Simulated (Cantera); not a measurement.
A perfectly stirred reactor is fed with CH₄ : O₂ : N₂ = 1 : 1.43 : 11.4 (molar parts), equivalence ratio 1.4, at 0.987 atm; it is adiabatic with a 423 K inlet, and is followed from long to short residence time, starting on the burning branch (τ in s: 0.28, 0.084, 0.026, 0.0078, 0.0024, 0.00073, 0.00022, 6.8e-05, 2.1e-05, 6.3e-06).

Computed with Cantera and GRI-Mech 3.0 (53 species, 325 reactions).

Task: What does this change do: pressure from 0.987 atm to 9.87 atm?

Result: 
```csv
quantity,before,after
"blow-out, bracketed by the residence times tried","burning at 84.0 ms, out at 26.0 ms","burning at 26.0 ms, out at 7.80 ms"
x(CH₄) at τ = 0.280 s,0.00486,0.00867
x(O₂) at τ = 0.280 s,0.00248,0.00151
x(C₂H₄) at τ = 0.280 s,0.000312,0.000297
x(HCN) at τ = 0.280 s,4.57e-7,5.68e-8
x(H) at τ = 0.280 s,2.22e-5,2.12e-6
x(CH₄) at τ = 0.730 ms,0.0723,0.0723
x(O₂) at τ = 0.730 ms,0.103,0.103
x(C₂H₄) at τ = 0.730 ms,<1e-12,<1e-12
x(HCN) at τ = 0.730 ms,<1e-12,<1e-12
x(H) at τ = 0.730 ms,<1e-12,<1e-12
```

Task: What does this change do: O2 1.43 to 1 parts?

Result: 
```tsv
quantity	before	after
blow-out, bracketed by the residence times tried	burning at 84.0 ms, out at 26.0 ms	not reached
x(CH₄) at τ = 0.280 s	0.00486	0.0746
x(O₂) at τ = 0.280 s	0.00248	0.0746
x(C₂H₄) at τ = 0.280 s	0.000312	<1e-12
x(HCN) at τ = 0.280 s	4.57e-7	<1e-12
x(H) at τ = 0.280 s	2.22e-5	<1e-12
x(CH₄) at τ = 0.730 ms	0.0723	0.0746
x(O₂) at τ = 0.730 ms	0.103	0.0746
x(C₂H₄) at τ = 0.730 ms	<1e-12	<1e-12
x(HCN) at τ = 0.730 ms	<1e-12	<1e-12
x(H) at τ = 0.730 ms	<1e-12	<1e-12
state	not reached	not burning at any residence time tried
```
